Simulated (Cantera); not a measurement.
Input (Python, Cantera):

```python
import numpy as np
import cantera as ct

gas = ct.Solution("h2o2.yaml")
gas.TPX = 1075, 1333, {'H2': 0.051, 'O2': 1}
reactor = ct.IdealGasConstPressureReactor(gas, energy="off", clone=False)
net = ct.ReactorNet([reactor])
net.rtol, net.atol = 1e-08, 1e-18
show = ['H2', 'O2', 'OH', 'H2O', 'H', 'HO2']
times = np.geomspace(0.0004, 100, 9)

steps = ct.SolutionArray(gas, extra=["t"])
rows = []
print(f"{'t/s':>10s}{'T/K':>9s}{'P/Pa':>11s}" + "".join(f"{s:>11s}" for s in show))
for t in times:
    while net.time < t:
        t_next = net.step()
        steps.append(gas.state, t=t_next)
    rows.append([np.interp(t, steps.t, y) for y in (steps.T, steps.P, *steps(*show).X.T)])
    print(f"{t:10.3e}{rows[-1][0]:9.1f}{rows[-1][1]:11.4g}" + "".join(f"{x:11.3e}" for x in rows[-1][2:]))
rate = np.gradient(steps.T, steps.t)
print("integrator steps:", len(steps.t))
if steps.T.max() > steps.T[0] + 200:
    print(f"time of steepest temperature rise: {steps.t[rate.argmax()]:.4e} s")
gas.TPX = 1075, 1333, {'H2': 0.051, 'O2': 1}
gas.equilibrate("TP")
print(f"equilibrium (TP): T = {gas.T:.1f} K  " + "  ".join(f"{s} {gas[s].X[0]:.3e}" for s in show))
```

Result:

```
       t/s      T/K       P/Pa         H2         O2         OH        H2O          H        HO2
 4.000e-04   1075.0       1333  4.853e-02  9.515e-01  1.083e-09  1.818e-09  1.198e-09  1.222e-09
 1.891e-03   1075.0       1333  4.852e-02  9.515e-01  6.777e-07  1.920e-06  6.713e-07  1.851e-08
 8.944e-03   1075.0       1333  9.012e-04  9.224e-01  2.152e-03  4.293e-02  7.780e-03  5.178e-06
 4.229e-02   1075.0       1333  2.443e-04  9.420e-01  1.113e-03  4.808e-02  1.207e-03  3.744e-06
 2.000e-01   1075.0       1333  1.855e-05  9.496e-01  3.064e-04  4.953e-02  2.559e-05  1.146e-06
 9.457e-01   1075.0       1333  1.016e-06  9.502e-01  7.416e-05  4.969e-02  3.583e-07  1.500e-07
 4.472e+00   1075.0       1333  8.766e-08  9.503e-01  2.239e-05  4.972e-02  9.815e-09  1.812e-08
 2.115e+01   1075.0       1333  1.171e-08  9.503e-01  8.309e-06  4.973e-02  5.022e-10  3.070e-09
 1.000e+02   1075.0       1333  2.018e-09  9.503e-01  3.473e-06  4.973e-02  3.671e-11  1.311e-09
integrator steps: 2181
equilibrium (TP): T = 1075.0 K  H2 3.117e-10  O2 9.503e-01  OH 1.366e-06  H2O 4.973e-02  H 2.259e-12  HO2 2.113e-09
```

Model: the H2/O2 subset of GRI-Mech 3.0, which has no nitrogen chemistry, integrated in Cantera. Radical loss at walls, strong at low pressure, is not modelled. The temperature is held fixed by assumption; the heat of reaction is taken as removed at once.
